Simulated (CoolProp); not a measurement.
R142b along the isotherm 343.6 K: Z from the reference equation and from simpler models built on Tc = 410.3 K, pc = 40.55 bar, ω = 0.232; each cubic takes its own stable root.

The numbers come from the reference Helmholtz-energy equation of state, Lemmon 2006 in CoolProp. It is a short technical equation, of lower accuracy than the large ones.

| p (bar) | phase | reference | Redlich-Kwong | Soave-Redlich-Kwong | Peng-Robinson |
|---|---|---|---|---|---|
| 1.56 | gas | 0.9757 | 0.9780 | 0.9767 | 0.9749 |
| 3.12 | gas | 0.9502 | 0.9552 | 0.9524 | 0.9490 |
| 4.68 | gas | 0.9233 | 0.9315 | 0.9271 | 0.9220 |
| 6.24 | gas | 0.8947 | 0.9068 | 0.9006 | 0.8938 |
| 7.8 | gas | 0.8642 | 0.8809 | 0.8727 | 0.8642 |
| 9.36 | gas | 0.8311 | 0.8536 | 0.8430 | 0.8329 |
| 10.9 | gas | 0.7954 | 0.8250 | 0.8117 | 0.7999 |
| 12.5 | liquid | 0.04473 | 0.7930 | 0.05133 | 0.04523 |
| 14 | liquid | 0.05003 | 0.06024 | 0.05737 | 0.05056 |
| 15.6 | liquid | 0.05568 | 0.06692 | 0.06378 | 0.05622 |
| 17.2 | liquid | 0.06132 | 0.07355 | 0.07016 | 0.06186 |
| 18.7 | liquid | 0.06659 | 0.07974 | 0.07612 | 0.06713 |
| 20.3 | liquid | 0.07220 | 0.08631 | 0.08245 | 0.07273 |

At some of these states Redlich-Kwong gives the other phase, because its saturation line lies elsewhere.
